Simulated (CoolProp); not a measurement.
Vapour-liquid equilibrium of R142b (1) + R113 (2) at 369.7 K; x and y are mole fractions of (1).

Computed with CoolProp (multi-fluid Helmholtz-energy mixture model, Lemmon 2006 and Marx 1992; pair parameters Bell 2016).

```json
[
 {"x": "0.05", "bubble pressure (bar)": "4.849", "y at the bubble point": "0.191", "dew pressure at overall composition x (bar)": "4.212", "liquid density (mol/L)": "(withheld)"},
 {"x": "0.15", "bubble pressure (bar)": "6.457", "y at the bubble point": "0.427", "dew pressure at overall composition x (bar)": "4.646", "liquid density (mol/L)": "7.575"},
 {"x": "0.25", "bubble pressure (bar)": "8.008", "y at the bubble point": "0.570", "dew pressure at overall composition x (bar)": "5.174", "liquid density (mol/L)": "7.721"},
 {"x": "0.35", "bubble pressure (bar)": "9.509", "y at the bubble point": "0.667", "dew pressure at overall composition x (bar)": "5.831", "liquid density (mol/L)": "7.869"},
 {"x": "0.45", "bubble pressure (bar)": "10.97", "y at the bubble point": "(withheld)", "dew pressure at overall composition x (bar)": "6.665", "liquid density (mol/L)": "8.017"},
 {"x": "0.55", "bubble pressure (bar)": "12.42", "y at the bubble point": "0.798", "dew pressure at overall composition x (bar)": "(withheld)", "liquid density (mol/L)": "8.165"},
 {"x": "0.65", "bubble pressure (bar)": "13.87", "y at the bubble point": "0.848", "dew pressure at overall composition x (bar)": "9.210", "liquid density (mol/L)": "8.312"},
 {"x": "0.75", "bubble pressure (bar)": "15.35", "y at the bubble point": "0.893", "dew pressure at overall composition x (bar)": "11.21", "liquid density (mol/L)": "8.459"},
 {"x": "0.85", "bubble pressure (bar)": "16.89", "y at the bubble point": "0.936", "dew pressure at overall composition x (bar)": "13.93", "liquid density (mol/L)": "8.604"},
 {"x": "0.95", "bubble pressure (bar)": "18.53", "y at the bubble point": "0.978", "dew pressure at overall composition x (bar)": "(withheld)", "liquid density (mol/L)": "8.748"}
]
```

What belongs in the gaps?


- 0.05, liquid density (mol/L): 7.430
- 0.45, y at the bubble point: 0.740
- 0.55, dew pressure at overall composition x (bar): 7.753
- 0.95, dew pressure at overall composition x (bar): 17.43

No azeotrope shows between x = 0.05 and 0.95.

The pair parameters rest on a limited set of measurements; away from them the model extrapolates. The gap from Raoult's law changes sign with composition, which may be real or a fault of the pair parameters; it wasn't checked against measurements.
